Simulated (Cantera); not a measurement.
# Equilibrium for silicon oxide and oxynitride deposition: HMDSO + NO

Input: 1 mol HMDSO, 1.1 mol NO, equilibrated at 1475 K and 2400 Pa.

Method: chemical equilibrium by Gibbs-energy minimisation in Cantera with the NASA 1993 tables (ideal gas, pure condensed phases). Candidate condensed phases: C, C6H6, C7H8, C8H18, H2O, Si, SiC, SiO2, Si2N2O, Si3N4; 151 gas species. The feed counts by its element totals alone. Mutual solubility and eutectic melting of coexisting phases are not modelled. Equilibrium is a limit: real reactors are often held back by kinetics, nucleation or transport.

| Item | Result |
|---|---|
| x(H2) | 0.831 |
| x(CO) | 0.156 |
| x(N2) | 0.0129 |
| x(SiO) | 0.000274 |
| x(HCN) | 9.13e-5 |
| x(H) | 7.63e-5 |
| x(CH4) | 4.82e-5 |
| x(H2O) | 6.41e-6 |
| x(C2H2 (acetylene)) | 5.54e-6 |
| n(C(graphite)) | 3.14 mol |
| n(SiC(s)) | 1.18 mol |
| n(Si2N2O(s)) | 0.410 mol |
| gas amount | 10.83 mol |
| log10 activity of Si(s) (absent) | -2.18 |
